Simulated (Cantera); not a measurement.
A perfectly stirred reactor is fed with N2O = 1 (molar parts), at 5300 Pa; it is held at 1300 K, and followed from long to short residence time.

Model: GRI-Mech 3.0 (53 species, 325 reactions), integrated in Cantera. GRI-Mech 3.0 was tuned for natural gas; its chemistry of N2O as a main component is partial and can be far from experiment. The mechanism lacks the step 2 NO + O2 → 2 NO2, which can matter for NO2 below about 1400 K. The temperature is held fixed by assumption; the heat of reaction is taken as removed at once.

One state of this run: x N2O = 0.947; x NO = 0.00526; x NO2 = 2.00e-6; x O2 = 0.0151; x O = 7.62e-6; x N2 = 0.0328. x: mole fraction; the columns are a selection and need not sum to one.

**Question.** Which value of τ (s) does it belong to?
A) 0.016
B) 0.00057
C) 0.087
D) 0.20

**Answer.** D, 0.20
